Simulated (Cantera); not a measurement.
Standard-state values (1 bar) from the NASA 1993 polynomials, evaluated with Cantera. Values are per mole of reaction as written; species without (g) are pure solids or liquids, kept so even where they would boil at 1 bar.

Problem. Between 375 and 1275 K, where is each reaction favourable under standard conditions?
- 6 N(g) + Fe2O3 + 2 Cl2(g) = 3 N2O(g) + 2 FeCl2

Solution. 
- 6 N(g) + Fe2O3 + 2 Cl2(g) = 3 N2O(g) + 2 FeCl2: ΔG° is -2240 kJ at 375 K and -1746 kJ at 1275 K; it stays negative (K > 1). ΔH° is -2374 kJ and ΔS° -492 J/K at 1275 K.
